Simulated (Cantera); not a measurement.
**Thermodynamics of silicon oxide and oxynitride deposition, feed SiCl4 + N2O + N2**

Input: 1 mol SiCl4, 4.3 mol N2O, 36 mol N2, at 87.0 mbar.

Equilibrium computed with Cantera from the NASA thermochemical tables; the gas is ideal and each condensed phase is pure. Candidate condensed phases: Si, SiO2, Si2N2O, Si3N4; 23 gas species. The tables hold silica as quartz up to 1696 K and as liquid above; real silica turns to tridymite and cristobalite and melts near 1996 K. Rates play no part.

| T (°C) | x N2 | x Cl | x O2 | x Cl2 | x NO | x O | x ClO | n SiO2(β-quartz) | n SiO2(condensed) | n SiO2(l) |
|---|---|---|---|---|---|---|---|---|---|---|
| 1327 | 0.903 | 0.0515 | 0.0254 | 0.0191 | 0.000721 | 7.84e-6 | 5.28e-5 | 1.000 | 0 | 0 |
| 1377 | 0.899 | 0.0600 | 0.0252 | 0.0146 | 0.000882 | 1.39e-5 | 5.80e-5 | 1.000 | 0 | 0 |
| 1427 | 0.896 | 0.0674 | 0.0250 | 0.0107 | 0.00107 | 2.40e-5 | 6.16e-5 | 0 | 1.000 | 0 |
| 1477 | 0.893 | 0.0734 | 0.0248 | 0.00761 | 0.00128 | 3.99e-5 | 6.36e-5 | 0 | 1.000 | 0 |
| 1527 | 0.891 | 0.0778 | 0.0246 | 0.00528 | 0.00151 | 6.47e-5 | 6.41e-5 | 0 | 1.000 | 0 |
| 1577 | 0.889 | 0.0810 | 0.0244 | 0.00362 | 0.00178 | 0.000102 | 6.36e-5 | 0 | 1.000 | 0 |
| 1627 | 0.888 | 0.0832 | 0.0242 | 0.00247 | 0.00207 | 0.000157 | 6.24e-5 | 0 | 1.000 | 0 |
| 1677 | 0.887 | 0.0847 | 0.0240 | 0.00170 | 0.00239 | 0.000237 | 6.07e-5 | 0 | 1.000 | 0 |
| 1727 | 0.886 | 0.0857 | 0.0238 | 0.00117 | 0.00273 | 0.000350 | 5.88e-5 | 0 | 0 | 1.000 |
| 1777 | 0.886 | 0.0864 | 0.0235 | 0.000821 | 0.00311 | 0.000506 | 5.68e-5 | 0 | 0 | 0.999 |
x: gas mole fraction; n: condensed amount in mol.

From 1327 °C to 1377 °C the condensed part is SiO2(β-quartz). From 1427 °C to 1677 °C the condensed part is SiO2(condensed). From 1727 °C to 1777 °C the condensed part is SiO2(l). The main Si-bearing gas is SiCl4 at 1327 °C and SiO at 1777 °C.
